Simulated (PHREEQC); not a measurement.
Model water analysis in mmol/kgw, 25 °C, pH 7.58, pe 12.3: Na 154; K 2.24; Ca 2.09; Mg 14.5; Cl 183; S(6) 1.67; Alkalinity (meq/kgw) 0.421; Si 1.5.

Valence states are taken as typed.

Computed with PHREEQC (ion-association model, wateq4f.dat).

Q: The ionic strength comes out as 0.204 mol/kgw. What activity coefficients do Mg+2, Ca+2, K+, KSO4-, Cl- get?

A: Mg+2 0.34, Ca+2 0.32, K+ 0.71, KSO4- 0.74, Cl- 0.71.

Precipitation was switched off in this run. Examples of supersaturated solids here: Quartz (slow to form), Chalcedony (slow to form). Others may be too.
